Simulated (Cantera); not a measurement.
Input: 1 mol Si, 7.3 mol HCl, 10 mol H2, held at 898 K and 10.0 mbar.

Equilibrium computed with Cantera from the NASA thermochemical tables; the gas is ideal and each condensed phase is pure. Candidate condensed phases: Si; 19 gas species. The tables' values for SiCl3 are old estimates; treat these amounts as uncertain. Rates play no part.

Base state: H2 0.736, HCl 0.203, SiCl4 0.0607, SiHCl3 0.000612, SiCl3 2.87e-5 (mole fractions); condensed: gas only.

Question: What changes in the equilibrium state with this change: temperature from 898 K to 1400 K?

Answer: 
```
species   before    after
-------  -------  -------
H2         0.736    0.652
HCl        0.203    0.289
SiCl2    6.59e-7   0.0438
SiCl4     0.0607  0.00589
H          <1e-9  3.93e-5
Cl         <1e-9  1.43e-5
```

Question: What changes in the equilibrium state with this change: temperature from 898 K to 1500 K?

Answer: 
```
species   before     after
-------  -------  --------
H2         0.736     0.642
HCl        0.203     0.300
SiCl2    6.59e-7    0.0515
SiCl4     0.0607   0.00142
H          <1e-9  0.000141
Cl         <1e-9   5.31e-5
```
